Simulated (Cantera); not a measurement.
Gas activation for diamond growth

An isothermal, constant-pressure homogeneous reactor starts with CH4 : H2 : H = 0.01 : 1 : 0.0061 (molar parts), at 1650 K and 120 Torr.

Model: GRI-Mech 3.0 (53 species, 325 reactions), integrated in Cantera. GRI-Mech 3.0 stops at C3 and has no aromatics, soot or wall deposition, so with more carbon than oxygen in the feed, carbon stays in small species such as C2H2 where larger ones or solid carbon would form.

```
t (s)       x CH4   x H2       x H     x C2H     x CH3
--------  -------  -----  --------  --------  --------
5.00e-5   0.00896  0.986   0.00458  6.51e-11  0.000828
0.000182  0.00906  0.987   0.00358  4.50e-10  0.000656
0.000660  0.00921  0.988   0.00199  9.04e-10  0.000372
0.00240   0.00930  0.990  0.000778  6.48e-10  0.000148
0.00871   0.00930  0.990  0.000302  3.24e-10   5.76e-5
0.0316    0.00923  0.990  0.000222  2.82e-10   4.21e-5
0.115     0.00898  0.990  0.000222  4.04e-10   4.08e-5
0.417     0.00816  0.991  0.000223  7.98e-10   3.72e-5
1.52      0.00616  0.992  0.000224   1.78e-9   2.82e-5
5.51      0.00342  0.993  0.000226   3.13e-9   1.58e-5
20.0      0.00203  0.994  0.000228   3.83e-9   9.45e-6
```
x: mole fraction; the columns are a selection and need not sum to one.

Equilibrium at this temperature and pressure: CH4 0.00193, H2 0.994, H 0.000228, C2H 3.89e-9, CH3 8.97e-6 (gas phase only).
